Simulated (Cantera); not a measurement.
## Adiabatic ignition

An adiabatic, constant-pressure homogeneous reactor starts with 21.5 % H₂, 16.5 % O₂, 62.0 % N₂, at 1325 K and 170000 Pa.

Computed with Cantera and the H2/O2 subset of GRI-Mech 3.0, which has no nitrogen chemistry.

```
t (s)     T (K)     x H₂    x O₂    x HO₂    x H₂O   x H₂O₂
--------  -----  -------  ------  -------  -------  -------
5.00e-6    1325    0.215   0.165  7.07e-7  4.75e-6  5.29e-9
1.87e-5    1890   0.0294  0.0675  4.16e-5    0.158  1.46e-6
6.99e-5    2553   0.0118  0.0606  1.18e-5    0.208  4.62e-7
0.000261   2640  0.00773  0.0605  1.34e-5    0.217  6.54e-7
0.000978   2640  0.00772  0.0605  1.34e-5    0.217  6.54e-7
0.00366    2640  0.00772  0.0605  1.34e-5    0.217  6.54e-7
0.0137     2640  0.00772  0.0605  1.34e-5    0.217  6.54e-7
0.0511     2640  0.00772  0.0605  1.34e-5    0.217  6.54e-7
0.191      2640  0.00772  0.0605  1.34e-5    0.217  6.54e-7
0.715      2640  0.00772  0.0605  1.34e-5    0.217  6.54e-7
2.67       2640  0.00772  0.0605  1.34e-5    0.217  6.54e-7
10.0       2640  0.00772  0.0605  1.34e-5    0.217  6.54e-7
```
x: mole fraction; the columns are a selection and need not sum to one.

- time of steepest temperature rise = 15.3 µs
- temperature at 10.0 s = 2640 K
- equilibrium temperature = 2640 K
- x(H₂) at 10.0 s = 0.00772 (gas-phase equilibrium 0.00772)
- x(O₂) at 10.0 s = 0.0605 (gas-phase equilibrium 0.0605)
- x(HO₂) at 10.0 s = 1.34e-5 (gas-phase equilibrium 1.34e-5)
